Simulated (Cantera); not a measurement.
Feed: 1 mol B, 0.79 mol H₂O, 6.2 mol N₂, at 1475 °C.

Cantera equilibrium calculation (NASA polynomials, part measured and part estimated; ideal gas, pure solids and liquids). Candidate condensed phases: B, BN, B₂O₃, B₃O₃H₃, H₂O; 39 gas species. Mutual solubility and eutectic melting of coexisting phases are not modelled. Kinetics and transport are ignored.

x: gas mole fraction; n: condensed amount in mol.

```
P (Pa)    x N₂   x H₂    x B₂O₃     x HBO  n BN(s)  n B₂O₃(l)
-------  -----  -----  --------  --------  -------  ---------
1000     0.846  0.101    0.0230    0.0140    0.410          0
3200     0.848  0.103    0.0256   0.00991    0.449          0
10000    0.861  0.106    0.0163   0.00590    0.475     0.0879
32000    0.874  0.111         ?         ?    0.482          ?
100000   0.879  0.113   0.00163   0.00131    0.483      0.228
320000   0.881  0.114         ?         ?    0.484      0.243
1000000  0.882  0.114  0.000163  0.000283    0.485      0.249
```

**Question.** Complete the blanks.

**Answer.** 
- 32000, x B₂O₃: 0.00508
- 32000, x HBO: 0.00277
- 32000, n B₂O₃(l): 0.191
- 320000, x B₂O₃: 0.000508
- 320000, x HBO: 0.000604
